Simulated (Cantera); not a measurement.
Feed: 1 mol Si, 0.95 mol O2, 160 mol H2, 0.27 mol CO2, equilibrated at 925 °C and 45.0 Torr.

Cantera equilibrium calculation (NASA polynomials, part measured and part estimated; ideal gas, pure solids and liquids). Candidate condensed phases: C, C6H6, C7H8, C8H18, H2O, Si, SiC, SiO2; 123 gas species. The tables hold silica as quartz up to 1696 K and as liquid above; real silica turns to tridymite and cristobalite and melts near 1996 K. The numbers say what is thermodynamically allowed, not how fast it happens.

Base state: H2 0.997, CO 0.00168, H2O 0.00106 (mole fractions); condensed: SiO2(β-quartz).

Task: What changes in the equilibrium state with this change: temperature from 925 °C to 1327 °C?

Result: 
```
species               before     after
-------------------  -------  --------
H2                     0.997     0.996
CO                   0.00168   0.00168
H2O                  0.00106   0.00137
SiO                    <1e-9  0.000311
H                    7.75e-7  0.000222
SiO2(β-quartz), mol     1.00     0.950
```

Task: What changes in the equilibrium state with this change: temperature from 925 °C to 1902 °C?

Result: 
| species | before | after |
|---|---|---|
| H2 | 0.997 | 0.965 |
| H | 7.75e-7 | 0.0196 |
| H2O | 0.00106 | 0.00716 |
| SiO | <1e-9 | 0.00614 |
| OH | <1e-9 | 1.95e-5 |
| CO | 0.00168 | 0.00166 |
| SiO2(β-quartz), mol | 1.00 | 0 |
